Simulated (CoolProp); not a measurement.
Hexamethyldisiloxane (MM) along the isobar 15.3 bar: Z from the reference equation and from simpler models built on Tc = 518.7 K, pc = 19.31 bar, ω = 0.418; each cubic takes its own stable root.

Model: reference Helmholtz-energy equation of state, Thol 2016, in CoolProp.

```csv
T (K),phase,reference
375.9,liquid,0.1175
387,liquid,0.1164
398,liquid,0.1156
409,liquid,0.1150
420,liquid,0.1146
431,liquid,0.1146
442,liquid,0.1149
453,liquid,0.1156
464,liquid,0.1169
475.1,liquid,0.1190
486.1,liquid,0.1223
497.1,liquid,0.1283
```

Problem. How far does each simpler model (van der Waals, Redlich-Kwong, Soave-Redlich-Kwong) lie from the reference over these 12 states: mean and median of the absolute difference, and the worst?

Solution. 
- van der Waals: mean 88.7 %, median 62.3 %, worst +370.5 % at 497.1 K and 15.3 bar
- Redlich-Kwong: mean 18.9 %, median 17.0 %, worst +32.2 % at 497.1 K and 15.3 bar
- Soave-Redlich-Kwong: mean 10.5 %, median 8.8 %, worst +20.9 % at 497.1 K and 15.3 bar

At some of these states van der Waals gives the other phase, because its saturation line lies elsewhere.
